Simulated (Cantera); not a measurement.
Input: 1 mol C2H6, 0.081 mol H2O, at 1425 °C and 0.100 bar.

Equilibrium computed with Cantera from the NASA thermochemical tables; the gas is ideal and each condensed phase is pure. Candidate condensed phases: C, C6H6, C7H8, C8H18, H2O; 110 gas species. Rates play no part.

Base state: H2 0.974, CO 0.0256, H 0.000452, CH4 0.000105, C2H2 (acetylene) 7.03e-5 (mole fractions); condensed: C(graphite).

Task: What changes in the equilibrium state with this change: 0.035 mol NH3 added?

Result: 
| species | before | after |
|---|---|---|
| H2 | 0.974 | 0.969 |
| CO | 0.0256 | 0.0251 |
| N2 | 0 | 0.00528 |
| HCN | 0 | 0.000259 |
| CH4 | 0.000105 | 0.000104 |
| C(graphite), mol | 1.92 | 1.92 |
